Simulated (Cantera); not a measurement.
An isothermal, constant-pressure homogeneous reactor starts with CO : O₂ : H₂O : N₂ = 0.0043 : 0.01 : 0.013 : 1 (molar parts), equivalence ratio 0.21, at 1375 K and 750 Torr.

Model: GRI-Mech 3.0 (53 species, 325 reactions), integrated in Cantera.

One state of this run: x CO = 1.22e-7; x O₂ = 0.00766; x H₂O = 0.0127; x H = 3.17e-9; x NO = 3.25e-7; x H₂ = 1.20e-7; x N₂O = 1.60e-7. x: mole fraction; the columns are a selection and need not sum to one.

**Question.** Which value of t (s) does it belong to?
(A) 0.265
(B) 0.0352
(C) 3.00e-5
(D) 0.00468

**Answer.** A, 0.265
